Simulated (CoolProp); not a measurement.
Computed with CoolProp (reference Helmholtz-energy equation of state, Thol 2015).

**Question.** Give the vapour pressure (MPa), liquid density (kg/m³), enthalpy of vaporisation (kJ/kg) of saturated octamethylcyclotetrasiloxane (D4) at 480.6, 484.8, 488.9 K.

**Answer.** 
| T (K) | p (MPa) | liquid density (kg/m³) | enthalpy of vaporisation (kJ/kg) |
|---|---|---|---|
| 480.6 | 0.212 | 718 | 118 |
| 484.8 | 0.232 | 712 | 116 |
| 488.9 | 0.253 | 705 | 114 |
